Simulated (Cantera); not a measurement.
## Thermodynamics of chemical vapour transport, feed Fe3O4 + H2O + H2

A closed system holds: 1 mol Fe3O4, 2.1 mol H2O, 0.22 mol H2, at 7.20 bar.

Equilibrium computed with Cantera from the NASA thermochemical tables; the gas is ideal and each condensed phase is pure. Candidate condensed phases: Fe, FeO, Fe(OH)2, Fe(OH)3, Fe2O3, Fe3O4, H2O; 12 gas species. Mutual solubility and eutectic melting of coexisting phases are not modelled. The tables' stoichiometric FeO is somewhat more stable than real wüstite, so its field is too wide. FeO: taken at fixed stoichiometry. Kinetics and transport are ignored.

```tsv
T (K)	x H2O	x H2	x Fe(OH)2	x OH	x H	x O2	n Fe3O4(s)	n FeO(s)
823	0.905	0.0948	7.18e-11	<1e-12	<1e-12	<1e-12	1.00	0
898	0.905	0.0948	7.79e-10	<1e-12	1.26e-11	<1e-12	1.00	0
973	0.915	0.0851	5.62e-9	2.26e-12	1.18e-10	<1e-12	0.977	0.0679
1048	0.938	0.0623	2.85e-8	3.41e-11	7.19e-10	<1e-12	0.925	0.226
1123	0.952	0.0480	1.16e-7	3.55e-10	3.48e-9	<1e-12	0.891	0.326
1198	0.962	0.0382	3.94e-7	2.75e-9	1.38e-8	<1e-12	0.869	0.394
1273	0.969	0.0312	1.15e-6	1.68e-8	4.70e-8	<1e-12	0.852	0.443
1348	0.974	0.0261	2.99e-6	8.36e-8	1.39e-7	7.52e-12	0.841	0.478
1423	0.978	0.0223	6.99e-6	3.52e-7	3.69e-7	1.10e-10	0.832	0.505
1498	0.981	0.0192	1.50e-5	1.28e-6	8.88e-7	1.23e-9	0.825	0.526
1573	0.983	0.0168	2.97e-5	4.15e-6	1.97e-6	1.09e-8	0.819	0.543
```
x: gas mole fraction; n: condensed amount in mol.

From 823 K to 898 K the condensed part is Fe3O4(s). From 973 K to 1573 K the condensed part is FeO(s) + Fe3O4(s).
